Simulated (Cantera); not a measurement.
A Cantera script and its output.

```python
import numpy as np
import cantera as ct

gas = ct.Solution("gri30.yaml")
gas.TPX = 1125, 100000, {'CH4': 1, 'H2': 0.12, 'O2': 2.06, 'N2': 7.75}
reactor = ct.IdealGasReactor(gas, energy="on", clone=False)
net = ct.ReactorNet([reactor])
net.rtol, net.atol = 1e-08, 1e-16
show = ['CH4', 'H2', 'O2', 'H2O2', 'O', 'N2O']
times = np.geomspace(1e-06, 0.2, 12)

steps = ct.SolutionArray(gas, extra=["t"])
rows = []
print(f"{'t/s':>10s}{'T/K':>9s}{'P/Pa':>11s}" + "".join(f"{s:>11s}" for s in show))
for t in times:
    while net.time < t:
        t_next = net.step()
        steps.append(gas.state, t=t_next)
    rows.append([np.interp(t, steps.t, y) for y in (steps.T, steps.P, *steps(*show).X.T)])
    print(f"{t:10.3e}{rows[-1][0]:9.1f}{rows[-1][1]:11.4g}" + "".join(f"{x:11.3e}" for x in rows[-1][2:]))
rate = np.gradient(steps.T, steps.t)
print("integrator steps:", len(steps.t))
if steps.T.max() > steps.T[0] + 200:
    print(f"time of steepest temperature rise: {steps.t[rate.argmax()]:.4e} s")
gas.TPX = 1125, 100000, {'CH4': 1, 'H2': 0.12, 'O2': 2.06, 'N2': 7.75}
gas.equilibrate("UV")
print(f"equilibrium (UV): T = {gas.T:.1f} K  " + "  ".join(f"{s} {gas[s].X[0]:.3e}" for s in show))
```

It prints:

```
       t/s      T/K       P/Pa        CH4         H2         O2       H2O2          O        N2O
 1.000e-06   1125.0      1e+05  9.149e-02  1.098e-02  1.885e-01  3.286e-14  2.267e-12  2.042e-18
 3.033e-06   1125.0      1e+05  9.149e-02  1.098e-02  1.885e-01  3.028e-13  8.550e-12  9.881e-18
 9.201e-06   1125.0      1e+05  9.149e-02  1.098e-02  1.885e-01  2.794e-12  1.414e-11  5.502e-17
 2.791e-05   1125.0      1e+05  9.149e-02  1.098e-02  1.885e-01  2.558e-11  1.979e-11  3.226e-16
 8.465e-05   1125.0      1e+05  9.149e-02  1.098e-02  1.885e-01  2.303e-10  3.794e-11  2.306e-15
 2.568e-04   1125.0      1e+05  9.149e-02  1.098e-02  1.885e-01  1.983e-09  1.084e-10  1.952e-14
 7.789e-04   1125.0      1e+05  9.149e-02  1.098e-02  1.885e-01  1.583e-08  5.658e-10  1.954e-13
 2.363e-03   1125.1      1e+05  9.148e-02  1.097e-02  1.885e-01  1.712e-07  1.164e-08  3.913e-12
 7.166e-03   1127.5  1.002e+05  9.115e-02  1.089e-02  1.883e-01  6.592e-07  2.895e-08  5.421e-11
 2.174e-02   1145.6  1.018e+05  8.888e-02  1.075e-02  1.866e-01  4.324e-06  6.695e-08  4.329e-10
 6.594e-02   2804.9   2.58e+05  6.933e-15  1.679e-02  1.717e-02  4.217e-07  4.543e-03  8.260e-07
 2.000e-01   2804.9   2.58e+05  6.933e-15  1.679e-02  1.717e-02  4.217e-07  4.543e-03  8.260e-07
integrator steps: 2369
time of steepest temperature rise: 3.1080e-02 s
equilibrium (UV): T = 2804.9 K  CH4 8.967e-15  H2 1.679e-02  O2 1.717e-02  H2O2 4.217e-07  O 4.543e-03  N2O 8.260e-07
```

Model: GRI-Mech 3.0 (53 species, 325 reactions), integrated in Cantera.
